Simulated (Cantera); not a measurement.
An isothermal, constant-pressure homogeneous reactor starts with C3H8 : H2 = 1 : 22 (molar parts), at 1850 K and 10.00 Torr.

Cantera simulation using GRI-Mech 3.0 (53 species, 325 reactions); the numbers are that mechanism's predictions, not measurements. GRI-Mech 3.0 was tuned for natural gas; its chemistry of propane as a main component is partial and can be far from experiment. GRI-Mech 3.0 stops at C3 and has no aromatics, soot or wall deposition, so with more carbon than oxygen in the feed, carbon stays in small species such as C2H2 where larger ones or solid carbon would form. Radical loss at walls, strong at low pressure, is not modelled.

x: mole fraction; the columns are a selection and need not sum to one.

```
t (s)       x C3H8   x H2    x CH2    x C2H6     x CH4    x C2H4
--------  --------  -----  -------  --------  --------  --------
2.00e-5     0.0354  0.948  2.19e-6  0.000424   0.00168   0.00302
6.32e-5        [?]  0.923      [?]       [?]       [?]       [?]
0.000200       [?]  0.897      [?]       [?]    0.0464       [?]
0.000632   1.91e-8  0.904  2.85e-5   3.21e-5    0.0483   0.00565
0.00200    8.87e-9  0.909  1.66e-5   1.99e-5    0.0463  0.000991
0.00632    3.52e-9  0.914  9.41e-6   1.12e-5    0.0414  0.000426
0.0200     1.16e-9  0.920  5.38e-6   5.52e-6    0.0338  0.000227
0.0632    3.22e-10  0.926  3.87e-6   2.37e-6    0.0222  0.000105
0.200     3.32e-11  0.933  2.49e-6   5.11e-7   0.00941   3.22e-5
0.632       <1e-12  0.937  1.08e-6   4.64e-8   0.00254   1.39e-5
2.00        <1e-12  0.938  3.33e-7   3.14e-9  0.000626   1.20e-5
```

### Question
Fill in the missing entries.

### Answer

- 6.32e-5, x C3H8: 0.0157
- 6.32e-5, x CH2: 3.41e-5
- 6.32e-5, x C2H6: 0.00108
- 6.32e-5, x CH4: 0.0164
- 6.32e-5, x C2H4: 0.0166
- 0.000200, x C3H8: 7.10e-5
- 0.000200, x CH2: 5.62e-5
- 0.000200, x C2H6: 0.000139
- 0.000200, x C2H4: 0.0191
